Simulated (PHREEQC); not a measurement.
Make-up at 55 °C: 0.0017 mol BaCl2, 0.02 mol NaF and 0.11 mol KCl per kg of water. Closed to the air; pH follows from the charge balance.

The numbers come from PHREEQC with the ion-association model, wateq4f.dat.

### Question
The ionic strength comes out as 0.135 mol/kgw. What activity coefficients do Na+, K+, Ba+2, OH-, F- get?

### Answer
Na+ 0.75, K+ 0.73, Ba+2 0.32, OH- 0.73, F- 0.73.

No solid was allowed to form. Away from 25 °C the constants follow the database's enthalpies or fits; those with neither stay at their 25 °C values.
